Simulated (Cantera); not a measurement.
An isothermal, constant-pressure homogeneous reactor starts with 14.7 % H2, 16.0 % O2, 68.7 % N2, 0.687 % H2O, equivalence ratio 0.46, at 1300 K and 0.987 atm.

Cantera simulation using GRI-Mech 3.0 (53 species, 325 reactions); the numbers are that mechanism's predictions, not measurements. The temperature is held fixed by assumption; the heat of reaction is taken as removed at once.

x: mole fraction; the columns are a selection and need not sum to one.

```
t (s)        x H2    x O2      x O    x H2O2    x H2O    x HO2     x N2O
--------  -------  ------  -------  --------  -------  -------  --------
4.00e-6     0.147   0.160  1.88e-8  1.59e-10  0.00687  4.30e-8    <1e-12
1.89e-5     0.147   0.160  3.07e-5   6.05e-8  0.00703  1.23e-5  3.61e-11
8.94e-5         …  0.0930        …         …    0.161        …         …
0.000423  9.43e-5  0.0930  4.48e-5   7.76e-7    0.166  6.77e-6   2.24e-7
0.00200   4.14e-6  0.0930  3.50e-6   1.20e-7    0.166  5.53e-7   2.37e-7
0.00946   4.16e-7  0.0930  5.15e-7   2.24e-8    0.166  8.34e-8   2.38e-7
0.0447    8.55e-8  0.0930  1.10e-7   5.35e-9    0.166  2.94e-8   2.20e-7
0.211     4.82e-8  0.0930  5.54e-8   2.83e-9    0.166  2.62e-8   1.41e-7
1.00      4.75e-8  0.0930  5.43e-8   2.78e-9    0.166  2.62e-8         …
```

Task: What belongs in the gaps?

Result: 
- 8.94e-5, x H2: 0.00281
- 8.94e-5, x O: 0.00175
- 8.94e-5, x H2O2: 5.75e-6
- 8.94e-5, x HO2: 5.90e-5
- 8.94e-5, x N2O: 1.65e-7
- 1.00, x N2O: 2.82e-8
